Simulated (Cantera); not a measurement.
**Diamond growth**

A diamond (100) surface in a fixed gas of H2 with x(CH4) = 0.0045, x(H) = 0.00039, x(CH3) = 0.00028, at 1350 K; coverages are run to steady state.

Cantera simulation using the Harris–Goodwin 1993 mechanism for the reconstructed diamond (100) surface; the numbers are that mechanism's predictions, not measurements.

| P (Pa) | growth (µm/h) | θ c6HH | θ c6H* | θ c6*H | θ c6** | θ c6HM |
|---|---|---|---|---|---|---|
| 1100 | 0.0285 | 0.492 | 0.0452 | 0.446 | 0.0164 | 3.08e-5 |
| 1600 | 0.0561 | 0.492 | 0.0451 | 0.445 | 0.0164 | 4.54e-5 |
| 2300 | 0.106 | 0.492 | 0.0451 | 0.445 | 0.0163 | 6.63e-5 |
| 3400 | 0.204 | 0.493 | 0.0451 | 0.445 | 0.0162 | 9.98e-5 |
| 4900 | 0.367 | 0.493 | 0.0450 | 0.444 | 0.0161 | 0.000147 |
| 7200 | 0.658 | 0.492 | 0.0450 | 0.444 | 0.0160 | 0.000220 |
| 11000 | 1.21 | 0.492 | 0.0450 | 0.444 | 0.0159 | 0.000342 |
| 15000 | 1.86 | 0.492 | 0.0450 | 0.443 | 0.0158 | 0.000471 |
θ: site fractions in the mechanism's names (c6HH fully hydrogenated, c6H* and c6*H radical sites, c6** diradical, c6HM methylated).
